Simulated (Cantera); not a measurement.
Diamond growth

A diamond (100) surface in a fixed gas of H2 with x(CH4) = 0.011, x(H) = 0.0018, x(CH3) = 9.2e-05, at 1050 K; coverages are run to steady state.

Cantera simulation using the Harris–Goodwin 1993 mechanism for the reconstructed diamond (100) surface; the numbers are that mechanism's predictions, not measurements.

```
P (Pa)  growth (µm/h)  θ c6HH  θ c6H*  θ c6*H  θ c6**   θ c6HM
------  -------------  ------  ------  ------  ------  -------
580            0.0926   0.552  0.0226   0.405  0.0126  0.00553
890             0.186   0.550  0.0225   0.404  0.0126  0.00746
1400            0.376   0.548  0.0225   0.402  0.0125  0.00979
2100            0.681   0.547  0.0224   0.401  0.0125   0.0120
3300             1.27   0.545  0.0223   0.400  0.0125   0.0143
5000             2.15   0.544  0.0223   0.398  0.0124   0.0161
7700             3.62   0.542  0.0222   0.398  0.0124   0.0177
12000            6.02   0.541  0.0222   0.397  0.0124   0.0189
```
θ: site fractions in the mechanism's names (c6HH fully hydrogenated, c6H* and c6*H radical sites, c6** diradical, c6HM methylated).
